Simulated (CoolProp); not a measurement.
R123 along the isobar 0.101 MPa: density (kg/m³) from the reference equation and from simpler models built on Tc = 456.8 K, pc = 3.662 MPa, ω = 0.282; each cubic takes its own stable root.

Model: reference Helmholtz-energy equation of state, Younglove 1994, in CoolProp. It is a modified Benedict-Webb-Rubin equation, recast in Helmholtz form.

| T (K) | phase | reference | Redlich-Kwong | Soave-Redlich-Kwong | Peng-Robinson |
|---|---|---|---|---|---|
| 262.7 | liquid | 1551 | 1364 | 1408 | 1587 |
| 277.1 | liquid | 1517 | 1331 | 1378 | 1555 |
| 291.6 | liquid | 1481 | 6.591 | 1346 | 1521 |
| 306 | gas | 6.326 | 6.254 | 6.279 | 6.288 |
| 320.5 | gas | 6.000 | 5.950 | 5.969 | 5.977 |
| 334.9 | gas | 5.712 | 5.676 | 5.691 | 5.699 |
| 349.3 | gas | 5.454 | 5.428 | 5.440 | 5.447 |
| 363.8 | gas | 5.218 | 5.201 | 5.209 | 5.216 |
| 378.2 | gas | 5.005 | 4.993 | 4.999 | 5.006 |

At some of these states Redlich-Kwong gives the other phase, because its saturation line lies elsewhere.
